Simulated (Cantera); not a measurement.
Feed: 1 mol BN, 0.034 mol H2, held at 0.330 bar.

Cantera equilibrium calculation (NASA polynomials, part measured and part estimated; ideal gas, pure solids and liquids). Candidate condensed phases: B, BN; 15 gas species. The tables' values for BH2 are old estimates; treat these amounts as uncertain. Kinetics and transport are ignored.

**Question.** At 2823 K, list the 4 most abundant gas species with their mole fractions, and the condensed phases.

**Answer.** N2 0.917, H2 0.0454, H 0.0329, B 0.00405. Condensed: B(l).
